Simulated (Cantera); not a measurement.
An isothermal, constant-pressure homogeneous reactor starts with CH4 : N2 = 1 : 4.6 (molar parts), at 1475 K and 0.00987 atm. Integrator tolerance rtol = 1e-08.

Model: GRI-Mech 3.0 (53 species, 325 reactions), integrated in Cantera. GRI-Mech 3.0 stops at C3 and has no aromatics, soot or wall deposition, so with more carbon than oxygen in the feed, carbon stays in small species such as C2H2 where larger ones or solid carbon would form. Radical loss at walls, strong at low pressure, is not modelled.

What does this change do: pressure from 0.00987 atm to 0.276 atm?


```
quantity                                             before                                      after
-----------------  ----------------------------------------  -----------------------------------------
x(CH4) at 10.0 s    0.0914 (gas-phase equilibrium 0.000233)     0.0320 (gas-phase equilibrium 0.00601)
x(CH2) at 10.0 s   2.45e-8 (gas-phase equilibrium 2.84e-10)  9.93e-10 (gas-phase equilibrium 2.71e-10)
x(H) at 10.0 s      1.49e-5 (gas-phase equilibrium 6.22e-5)    8.16e-6 (gas-phase equilibrium 1.15e-5)
x(CH3) at 10.0 s   0.000245 (gas-phase equilibrium 1.29e-6)    2.84e-5 (gas-phase equilibrium 6.40e-6)
x(C2H4) at 10.0 s  0.000840 (gas-phase equilibrium 3.10e-5)   0.00121 (gas-phase equilibrium 0.000789)
```

What does this change do: temperature 1475 to 1223 K?


```csv
quantity,before,after
x(CH4) at 10.0 s,0.0914 (gas-phase equilibrium 0.000233),0.179 (gas-phase equilibrium 0.00689)
x(CH2) at 10.0 s,2.45e-8 (gas-phase equilibrium 2.84e-10),4.20e-12 (gas-phase equilibrium 2.93e-12)
x(H) at 10.0 s,1.49e-5 (gas-phase equilibrium 6.22e-5),1.46e-10 (gas-phase equilibrium 1.41e-6)
x(CH3) at 10.0 s,0.000245 (gas-phase equilibrium 1.29e-6),5.24e-6 (gas-phase equilibrium 8.58e-7)
x(C2H4) at 10.0 s,0.000840 (gas-phase equilibrium 3.10e-5),2.64e-6 (gas-phase equilibrium 0.000764)
```
